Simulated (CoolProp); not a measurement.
c-C4F8 (RC318) along the isobar 13500 kPa: Z from the reference equation and from simpler models built on Tc = 388.4 K, pc = 2778 kPa, ω = 0.355; each cubic takes its own stable root.

Model: reference Helmholtz-energy equation of state, Platzer 1990, in CoolProp. This equation is an older, rougher fit; its heat capacities, sound speeds and derivatives of the liquid may be far off and weren't checked against measurements.

| T (K) | phase | reference | van der Waals | Soave-Redlich-Kwong | Peng-Robinson |
|---|---|---|---|---|---|
| 314.4 | liquid | 0.6794 | 0.9885 | 0.7026 | 0.6256 |
| 335 | liquid | 0.6672 | 0.9517 | 0.6903 | 0.6153 |
| 355.6 | liquid | 0.6604 | 0.9211 | 0.6850 | 0.6118 |
| 376.2 | liquid | 0.6594 | 0.8958 | 0.6867 | 0.6152 |
| 396.8 | supercritical | 0.6644 | 0.8752 | 0.6958 | 0.6261 |
| 417.3 | supercritical | 0.6759 | 0.8589 | 0.7123 | 0.6445 |
| 437.9 | supercritical | 0.6944 | 0.8464 | 0.7363 | 0.6704 |
| 458.5 | supercritical | 0.7199 | 0.8374 | 0.7665 | 0.7028 |
| 479.1 | supercritical | 0.7511 | 0.8318 | 0.8012 | 0.7393 |
